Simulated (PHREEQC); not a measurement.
0.24 g of hydrous ferric oxide (600 m²/g; 0.2 weak and 0.005 strong sites per Fe, Dzombak-Morel constants, diffuse double layer) in 1 kg of water with 0.001 mol/kgw of an inert sodium salt and 0.048 mmol/kgw SrCl2, at 25 °C; the pH is set by adding NaOH or the inert anion's acid. Oxygen alone is held at its pressure in air (log pO2 = -0.68). No CO2 enters from the air. No solid was allowed to form.

Base run: PHREEQC, ion-association model, wateq4f.dat. Each further column changes one thing. The table gives surface potential ψ (mV).

```tsv
pH	base	background salt from 0.001 to 0.0001 mol/kgw	oxide from 0.24 to 1.2 g/kgw
3	231	239	227
4	208	219	206
4.5	190	199	188
5.5	145	149	144
6	119	122	119
7	64	65	64
8	9	10	9
8.5	-17	-17	-19
9.5	-68	-69	-76
10	-95	-97	-103
11	-144	-147	-151
```

The oxide is taken as insoluble; below pH 4 it would dissolve.
